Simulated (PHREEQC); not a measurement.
2.5 g of hydrous ferric oxide (600 m²/g; 0.2 weak and 0.005 strong sites per Fe, Dzombak-Morel constants, diffuse double layer) in 1 kg of water with 0.01 mol/kgw of an inert sodium salt, at 25 °C; the pH is set by adding NaOH or the inert anion's acid. O2 is buffered at 0.21 atm. The system is closed to CO2. No solid was allowed to form.

Model: ion-association model, wateq4f.dat, run in PHREEQC.

```json
[
 {"pH": "3", "surface charge σ (C/m²)": "0.331", "surface potential ψ (mV)": "199"},
 {"pH": "4", "surface charge σ (C/m²)": "0.224", "surface potential ψ (mV)": "183"},
 {"pH": "4.5", "surface charge σ (C/m²)": "0.165", "surface potential ψ (mV)": "168"},
 {"pH": "5", "surface charge σ (C/m²)": "0.116", "surface potential ψ (mV)": "151"},
 {"pH": "6", "surface charge σ (C/m²)": "0.050", "surface potential ψ (mV)": "110"},
 {"pH": "7", "surface charge σ (C/m²)": "0.017", "surface potential ψ (mV)": "60"},
 {"pH": "7.5", "surface charge σ (C/m²)": "0.008", "surface potential ψ (mV)": "34"},
 {"pH": "8", "surface charge σ (C/m²)": "0.001", "surface potential ψ (mV)": "6"},
 {"pH": "9", "surface charge σ (C/m²)": "-0.013", "surface potential ψ (mV)": "-49"}
]
```

Complexes and solids missing from the database can't appear. The oxide is taken as insoluble; below pH 4 it would dissolve.
